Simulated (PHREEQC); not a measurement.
Alkaline etch or developer: speciation

Make-up at 75 °C: 0.017 mol NaOH, 0.0019 mol K2SiO3 and 0.1 mol K3PO4 per kg of water. Closed to the air; pH follows from the charge balance.

Computed with PHREEQC (ion-association model, phreeqc.dat).

Each row changes one thing in this solution. This is a speciation only: nothing precipitates in the calculation.

```json
[
 {"case": "as made", "pH": "11.18", "ionic strength (mol/kgw)": "0.549", "H3SiO4- (mol/kgw)": "0.00138", "H2SiO4-2 (mol/kgw)": "0.000512", "H4SiO4 (mol/kgw)": "9.25e-6", "SI of Quartz (SiO2)": "-1.62"},
 {"case": "K3PO4 from 0.1 to 0.15 mol/kgw", "pH": "11.21", "ionic strength (mol/kgw)": "0.833", "H3SiO4- (mol/kgw)": "0.00132", "H2SiO4-2 (mol/kgw)": "0.000571", "H4SiO4 (mol/kgw)": "7.44e-6", "SI of Quartz (SiO2)": "-1.69"},
 {"case": "NaOH from 0.017 to 0.0255 mol/kgw", "pH": "11.23", "ionic strength (mol/kgw)": "0.563", "H3SiO4- (mol/kgw)": "0.00134", "H2SiO4-2 (mol/kgw)": "0.000554", "H4SiO4 (mol/kgw)": "8.04e-6", "SI of Quartz (SiO2)": "-1.68"},
 {"case": "K3PO4 left out", "pH": "10.89", "ionic strength (mol/kgw)": "0.0210", "H3SiO4- (mol/kgw)": "0.00171", "H2SiO4-2 (mol/kgw)": "0.000159", "H4SiO4 (mol/kgw)": "3.48e-5", "SI of Quartz (SiO2)": "-1.11"},
 {"case": "K2SiO3 from 0.0019 to 0.00019 mol/kgw", "pH": "11.18", "ionic strength (mol/kgw)": "0.544", "H3SiO4- (mol/kgw)": "0.000139", "H2SiO4-2 (mol/kgw)": "5.06e-5", "H4SiO4 (mol/kgw)": "9.45e-7", "SI of Quartz (SiO2)": "-2.61"},
 {"case": "diluted 2-fold with water", "pH": "11.06", "ionic strength (mol/kgw)": "0.255", "H3SiO4- (mol/kgw)": "0.000763", "H2SiO4-2 (mol/kgw)": "0.000179", "H4SiO4 (mol/kgw)": "7.96e-6", "SI of Quartz (SiO2)": "-1.72"},
 {"case": "diluted 5-fold with water", "pH": "10.84", "ionic strength (mol/kgw)": "0.0924", "H3SiO4- (mol/kgw)": "0.000336", "H2SiO4-2 (mol/kgw)": "3.75e-5", "H4SiO4 (mol/kgw)": "6.69e-6", "SI of Quartz (SiO2)": "-1.81"}
]
```

The ionic strength passes 0.7 mol/kgw, the rough limit of the ion-association models, in K3PO4 from 0.1 to 0.15 mol/kgw. At this temperature some constants are extrapolated from 25 °C, and those without enthalpy data are left unchanged.
